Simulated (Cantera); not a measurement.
Feed: 1 mol SiHCl₃, 0.044 mol CH₄, 30 mol H₂, equilibrated at 2648 K and 100000 Pa.

Cantera equilibrium calculation (NASA polynomials, part measured and part estimated; ideal gas, pure solids and liquids). Candidate condensed phases: C, C₆H₆, C₇H₈, C₈H₁₈, Si, SiC; 109 gas species. The tables' values for SiCl, SiCl₃ are old estimates; treat these amounts as uncertain. Gases not in the tables: Si₂H₆ and higher silanes. The numbers say what is thermodynamically allowed, not how fast it happens.

Base state: H₂ 0.856, HCl 0.0699, H 0.0430, Si 0.0131, SiCl₂ 0.00729, SiCl 0.00276, SiH 0.00259, Cl 0.00245 (mole fractions); condensed: gas only.

**Question.** What changes in the equilibrium state with this change: H₂ from 30 to 220 mol?

**Answer.** 
```csv
species,before,after
H₂,0.856,0.938
H,0.0430,0.0450
HCl,0.0699,0.0125
Si,0.0131,0.00310
SiCl₃,2.32e-5,2.75e-8
SiCl₂,0.00729,5.06e-5
Si₃,6.65e-5,8.83e-7
```
The tables' values for SiCl are old estimates; treat these amounts as uncertain.
